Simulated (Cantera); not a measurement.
Mixture: 9.75 % CO, 1.85 % H₂, 13.8 % O₂, 74.6 % N₂, at 500000 Pa, adiabatic and at constant volume. Ignition delay is the time to a rise of 400 K.

Cantera simulation using GRI-Mech 3.0 (53 species, 325 reactions); the numbers are that mechanism's predictions, not measurements. The hydrogen kinetics of GRI-Mech 3.0 are dated; newer H2 mechanisms differ, most at raised pressure. Where the delays flatten at high temperature, the 400 K rule measures the pace of heat release, not the induction time.

Question: Predict: delay at 1175 K; delay at 1325 K; delay at 1475 K; delay at 1625 K; delay at 1775 K.

Answer: 
```
Item              Result
---------------  -------
delay at 1175 K  82.8 µs
delay at 1325 K  27.6 µs
delay at 1475 K  18.1 µs
delay at 1625 K  14.9 µs
delay at 1775 K  14.0 µs
```
